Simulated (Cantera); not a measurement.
What does this Cantera script print?

```python
import numpy as np
import cantera as ct

gas_names = """
    Cs CsO CsOH Cs2 Cs2O Cs2O2H2 H HO2 H2 H2O H2O2 O OH O2 O3
""".split()
cond_names = """
    Cs(cr) Cs(L) CsOH(a) CsOH(b) CsOH(c) CsOH(L) H2O(s) H2O(L)
""".split()


def load(file, names, dense=False):
    # The tables refer to 1 bar. Condensed volumes are neglected.
    table = {s.name: s for s in ct.Species.list_from_file(file)}
    out = []
    for n in names:
        d = dict(table[n].input_data)
        d["thermo"] = dict(d["thermo"], **{"reference-pressure": 1e5})
        if dense:
            d["equation-of-state"] = {"model": "constant-volume", "density": "1e6 g/cm^3"}
        out.append(ct.Species.from_dict(d))
    return out


gas = ct.Solution(thermo="ideal-gas", species=load("nasa_gas.yaml", gas_names))
cond = {s.name: ct.Solution(thermo="fixed-stoichiometry", species=[s], name=s.name)
        for s in load("nasa_condensed.yaml", cond_names, dense=True)}
atoms = {
    'CsOH': {'Cs': 1, 'O': 1, 'H': 1},
    'H2': {'H': 2},
}
top_T = {}  # K; cautious upper limits of use, not melting points


def equilibrate(T, P, feed):
    n = {}
    for name, mol in feed.items():
        for a, k in atoms[name].items():
            n[a] = n.get(a, 0.0) + k * mol
    gas.TPX = T, P, n
    mass = sum(n.values()) * gas.mean_molecular_weight
    gas.equilibrate("TP")
    valid = [c for c in cond.values() if c.min_temp <= T <= top_T.get(c.name, c.max_temp)]
    mix = ct.Mixture([(gas, mass / gas.mean_molecular_weight)] + [(c, 0.0) for c in valid])
    mix.T, mix.P = T, P
    mix.equilibrate("TP", solver="vcs", rtol=1e-11, max_steps=5000)
    return mix


results = []
feed = {'CsOH': 1, 'H2': 3.6}  # mol
T = 1523.15  # K
P = 100000  # Pa
mix = equilibrate(T, P, feed)
results.append((T, P, feed, dict(zip(mix.species_names, mix.species_moles))))
print(gas.report(threshold=1e-05))
for i in range(1, mix.n_phases):
    print(f"{mix.phase(i).name:16s} {mix.phase_moles(i):12.5e} mol")
```

Result:

```
       temperature   1523.2 K
          pressure   1e+05 Pa
           density   0.26007 kg/m^3
  mean mol. weight   32.935 kg/kmol
   phase of matter   gas

                          1 kg             1 kmol
                     ---------------   ---------------
          enthalpy       -1.9415e+05       -6.3944e+06  J
   internal energy       -5.7867e+05       -1.9059e+07  J
           entropy            6573.4         2.165e+05  J/K
    Gibbs function       -1.0206e+07       -3.3615e+08  J
 heat capacity c_p            1095.5             36082  J/K
 heat capacity c_v            843.09             27767  J/K

                      mass frac. Y      mole frac. X     chem. pot. / RT
                     ---------------   ---------------   ---------------
                Cs           0.29165          0.072275           -19.771
              CsOH           0.62369           0.13702           -58.345
               Cs2        0.00034693        4.2986e-05           -39.543
           Cs2O2H2        0.00077038        8.4624e-05           -116.69
                 H         6.005e-07        1.9621e-05           -9.4893
                H2          0.043962            0.7182           -18.979
               H2O           0.03958           0.07236           -48.063
     [   +8 minor]        2.7993e-07        9.1844e-08

Cs(L)             0.00000e+00 mol
CsOH(L)           0.00000e+00 mol
```

These are equilibrium values from Cantera (NASA tables, ideal gas, pure condensed phases), not measurements of a reactor.
